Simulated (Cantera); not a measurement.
Input: 1 mol PbO, 0.06 mol O₂, 2.3 mol N₂, equilibrated at 1123.15 K.

Method: chemical equilibrium by Gibbs-energy minimisation in Cantera with the NASA 1993 tables (ideal gas, pure condensed phases). Candidate condensed phases: Pb, PbO, PbO₂, Pb₃O₄; 12 gas species. Equilibrium is a limit: real reactors are often held back by kinetics, nucleation or transport.

Q: At 0.510 Torr, list the 4 most abundant gas species with their mole fractions, and the condensed phases.

A: N₂ 0.957, O₂ 0.0253, PbO 0.0169, Pb 0.000676. Condensed: PbO(yellow).
